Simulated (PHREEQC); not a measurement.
Consider water at 90 °C with 0.018 mol CuSO4, 0.27 mol HCl and 0.28 mol KCl per kg of water. Closed to the air; pH follows from the charge balance.

Model: ion-association model, phreeqc.dat, run in PHREEQC.

This is a speciation only: nothing precipitates in the calculation.

Problem. Predict the pH.

Solution. pH 0.73.

Problem. In which forms is S present?

Solution. HSO4- 93 %, SO4-2 4.1 %, KSO4- 3.0 % of the S.

At this temperature some constants are extrapolated from 25 °C, and those without enthalpy data are left unchanged.
